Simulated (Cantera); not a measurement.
Charge: 1 mol Al, 1.2 mol HBr, at 10.0 mbar.

Points: T (K) = 748, 823, 898, 973, 1048, 1123, 1198, 1273, 1348, 1423, 1498, 1573.

Cantera's Mixture.equilibrate('TP', solver="vcs", rtol=1e-11, max_steps=5000) on the NASA tables stopped like this:

```
ERROR: FAILURE its = 5001!

*******************************************************************************
CanteraError thrown by MultiPhase::equilibrate:
VCS solver failed. Return code: -1
*******************************************************************************
```

Q: What got this run through?

A: One answer among several that fit: The failure is numerical, not chemical. The same input converged with solver="gibbs", rtol=1e-10, max_steps=50000, and the result passed a check of the equilibrium conditions:
```
log10 of partial pressures in bar; condensed amounts in mol
       T/K        H2      ALBr     ALBr3       HBr    AL2Br6    AL(cr)     AL(L)
       748    -2.220    -6.137    -2.406    -7.592    -4.331       0.6         0
       823    -2.222    -5.188    -2.400    -6.959    -5.007    0.5996         0
       898    -2.223    -4.403    -2.401    -6.434    -5.575    0.5974         0
       973    -2.227    -3.763    -2.410    -5.986    -6.065         0    0.5884
      1048    -2.239    -3.237    -2.438    -5.607    -6.522         0    0.5599
      1123    -2.270    -2.803    -2.515    -5.306    -7.021         0    0.4829
      1198    -2.334    -2.467    -2.710    -5.103    -7.707         0    0.3059
      1273    -2.420    -2.262    -3.148    -5.027    -8.840         0   0.02573
      1348    -2.428    -2.250    -3.212    -4.679    -9.196         0         0
      1423    -2.430    -2.249    -3.222    -4.336    -9.415         0         0
      1498    -2.434    -2.248    -3.240    -4.035    -9.631         0         0
      1573    -2.440    -2.247    -3.275    -3.773    -9.859         0         0
```

The gas is ideal and each condensed phase is pure.
